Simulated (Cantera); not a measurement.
# Ignition delay

Mixture: 3.82 % CH₄, 4.20 % CO, 15.7 % O₂, 59.1 % N₂, 17.2 % H₂O, at 610000 Pa, adiabatic and at constant pressure. Ignition delay is the time to a rise of 400 K.

Computed with Cantera and GRI-Mech 3.0 (53 species, 325 reactions).

```json
[
 {"T0 (K)": "1100", "delay (ms)": "45.2"},
 {"T0 (K)": "1175", "delay (ms)": "13.9"},
 {"T0 (K)": "1250", "delay (ms)": "4.85"},
 {"T0 (K)": "1325", "delay (ms)": "1.89"},
 {"T0 (K)": "1400", "delay (ms)": "0.799"},
 {"T0 (K)": "1475", "delay (ms)": "0.362"},
 {"T0 (K)": "1550", "delay (ms)": "0.174"},
 {"T0 (K)": "1625", "delay (ms)": "0.0884"},
 {"T0 (K)": "1700", "delay (ms)": "0.0478"},
 {"T0 (K)": "1775", "delay (ms)": "0.0276"}
]
```

```yaml
apparent activation energy between 1625 and 1775 K: 190 kJ/mol
```
